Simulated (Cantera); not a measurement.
Feed: 1 mol TEOS, 0.57 mol NO, equilibrated at 698.15 K and 750 Torr.

These are equilibrium values from Cantera (NASA tables, ideal gas, pure condensed phases), not measurements of a reactor. Candidate condensed phases: C, C6H6, C7H8, C8H18, H2O, Si, SiC, SiO2, Si2N2O, Si3N4; 151 gas species. The feed counts by its element totals alone. Kinetics and transport are ignored.

Base state: CH4 0.427, H2O 0.278, H2 0.220, N2 0.0385, CO2 0.0336, CO 0.00277, NH3 0.000194 (mole fractions); condensed: C(graphite) + SiO2(α-quartz).

**Question.** What changes in the equilibrium state with this change: NO from 0.57 to 0.76 mol?

**Answer.** 
| species | before | after |
|---|---|---|
| CH4 | 0.427 | 0.408 |
| H2O | 0.278 | 0.286 |
| H2 | 0.220 | 0.215 |
| N2 | 0.0385 | 0.0500 |
| CO2 | 0.0336 | 0.0373 |
| NH3 | 0.000194 | 0.000214 |
| CO | 0.00277 | 0.00293 |
| C(graphite), mol | 4.57 | 4.60 |
| SiO2(α-quartz), mol | 1.00 | 1.00 |

**Question.** What changes in the equilibrium state with this change: temperature from 698.15 K to 1373 K?

**Answer.** 
```
species                before     after
-------------------  --------  --------
H2                      0.220     0.774
CO                    0.00277     0.200
N2                     0.0385    0.0222
CH4                     0.427   0.00302
H2O                     0.278  0.000724
CO2                    0.0336   9.07e-5
HCN                     <1e-9   5.21e-5
NH3                  0.000194   9.55e-6
C(graphite), mol         4.57      5.40
SiO2(α-quartz), mol      1.00         0
SiO2(β-quartz), mol         0      1.00
```
The tables hold silica as quartz up to 1696 K and as liquid above; real silica turns to tridymite and cristobalite and melts near 1996 K.
